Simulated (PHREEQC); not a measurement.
Consider water at 10 °C with 0.034 mol/kgw CuCl2 and 0.001 mol/kgw KCl. Closed to the air; pH follows from the charge balance.

Equilibrium calculation in PHREEQC: ion-association model, wateq4f.dat.

The ionic strength comes out as 0.101 mol/kgw. What activity coefficients do Cu+2, CuOH+, Cu2(OH)2+2, CuCl+, K+ get?

Cu+2 0.41, CuOH+ 0.77, Cu2(OH)2+2 0.38, CuCl+ 0.77, K+ 0.77.

Precipitation was switched off in this run. Examples of supersaturated solids here: Atacamite. Others may be too. Constants without temperature data keep their 25 °C values here.
